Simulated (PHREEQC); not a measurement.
## Hard or scaling water (model solution)

Dissolve 0.21 mol MgCl2, 0.00015 mol Na2SO4 and 0.013 mol KCl per kg of water at 25 °C. Closed to the air; pH follows from the charge balance.

All values are PHREEQC results (Pitzer model, pitzer.dat), not measurements.

Each row changes one thing in this solution. This is a speciation only: nothing precipitates in the calculation.

```
case                             MgOH+ (mol/kgw)  HSO4- (mol/kgw)  SI of Sylvite (KCl)  SI of Epsomite (MgSO4:7H2O)
-------------------------------  ---------------  ---------------  -------------------  ---------------------------
as made                                  3.01e-7         4.75e-10                -3.51                        -4.39
diluted 5-fold with water                1.51e-7         1.42e-10                -4.79                        -5.18
temperature from 25 to 5 °C              1.18e-7         1.21e-10                -3.25                        -4.16
MgCl2 from 0.21 to 1.05 mol/kgw          6.88e-7         3.79e-10                -2.83                        -4.19
```

Away from 25 °C the constants follow the database's enthalpies or fits; those with neither stay at their 25 °C values.
